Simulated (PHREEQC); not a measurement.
**Acid rinse or clean (model solution)**

Consider water at 25 °C with 0.2 mol/kgw HBr, 0.12 mol/kgw AlCl3 and 0.0032 mol/kgw CuCl2. Closed to the air; pH follows from the charge balance.

Computed with PHREEQC (ion-association model, phreeqc.dat).

pH: 0.83
ionic strength: 0.928 mol/kgw
activity of water: 0.985
density: 1.022 g/cm³
total alkalinity: -200 meq/kg

```json
[
 {"species": "Cl-", "molality": "0.366", "activity": "0.224", "log γ": "-0.213"},
 {"species": "H+", "molality": "0.200", "activity": "0.149", "log γ": "-0.128"},
 {"species": "Br-", "molality": "0.200", "activity": "0.112", "log γ": "-0.252"},
 {"species": "Al+3", "molality": "0.120", "activity": "0.00851", "log γ": "-1.149"},
 {"species": "Cu+2", "molality": "0.00262", "activity": "0.000550", "log γ": "-0.678"},
 {"species": "CuCl+", "molality": "0.000547", "activity": "0.000332", "log γ": "-0.217"},
 {"species": "CuCl2", "molality": "3.22e-5", "activity": "3.99e-5", "log γ": "0.093"},
 {"species": "AlOH+2", "molality": "2.97e-6", "activity": "5.59e-7", "log γ": "-0.726"},
 {"species": "CuCl3-", "molality": "5.23e-8", "activity": "3.17e-8", "log γ": "-0.217"}
]
```

This is a speciation only: nothing precipitates in the calculation. Ionic strength above about 0.7 mol/kgw puts this run outside the model's range.
